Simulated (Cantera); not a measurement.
Cantera with NASA thermochemical tables; ideal gases at 1 bar, condensed phases pure. Values are per mole of reaction as written; species without (g) are pure solids or liquids, kept so even where they would boil at 1 bar.

V + 2 O(g) ⇌ VO₂(g)

```
T (K)    ΔH° (kJ)   ΔS° (J/K)    ΔG° (kJ)     log10 K
-----  ----------  ----------  ----------  ----------
500    (withheld)  (withheld)  (withheld)  (withheld)
700        -738.9      -103.1      -666.7       49.75
900    (withheld)  (withheld)  (withheld)  (withheld)
1100       -745.4      -110.5      -623.9       29.63
1300       -748.8      -113.3      -601.5       24.17
1500       -752.6      -116.0      -578.6       20.15
1700       -756.7      -118.6      -555.1       17.06
1900       -761.2      -121.0      -531.2       14.60
```

### Question
Some entries are withheld; supply them.

### Answer

- 500, ΔH° (kJ): -735.4
- 500, ΔS° (J/K): -97.2
- 500, ΔG° (kJ): -686.8
- 500, log10 K: 71.75
- 900, ΔH° (kJ): -742.1
- 900, ΔS° (J/K): -107.2
- 900, ΔG° (kJ): -645.7
- 900, log10 K: 37.47
